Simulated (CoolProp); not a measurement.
Water at 639.44 K and 31.6 MPa is throttled through a valve to 3.85 MPa with no heat exchange. Each further row changes one setting.

Values from CoolProp's reference Helmholtz-energy equation of state, Wagner 2002.

```
case                      temperature change (K)                       final phase  final density (kg/m³)
------------------------  ----------------------  --------------------------------  ---------------------
as stated                                 -118.2  two-phase, vapour fraction 0.370                    ___
outlet pressure 1.16 MPa                     ___                               ___                    ___
outlet pressure 5 MPa                        ___                               ___                   69.9
```

### Question
Fill in the missing entries.

### Answer

- as stated, final density (kg/m³): 50.2
- outlet pressure 1.16 MPa, temperature change (K): -179.9
- outlet pressure 1.16 MPa, final phase: two-phase, vapour fraction 0.463
- outlet pressure 1.16 MPa, final density (kg/m³): 12.7
- outlet pressure 5 MPa, temperature change (K): -102.3
- outlet pressure 5 MPa, final phase: two-phase, vapour fraction 0.341
